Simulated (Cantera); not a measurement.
Thermodynamics of silicon oxide and oxynitride deposition, feed SiF4 + NO + N2 + N2O

Feed: 1 mol SiF4, 0.17 mol NO, 4.8 mol N2, 0.13 mol N2O, held at 723 K and 19.0 Pa.

Equilibrium computed with Cantera from the NASA thermochemical tables; the gas is ideal and each condensed phase is pure. Candidate condensed phases: Si, SiO2, Si2N2O, Si3N4; 28 gas species. Rates play no part.

```yaml
x(N2): 0.813
x(SiF4): 0.162
x(O2): 0.0243
gas_amount: 6.165 mol
log10 activity of Si(s) (absent): -54.59
```
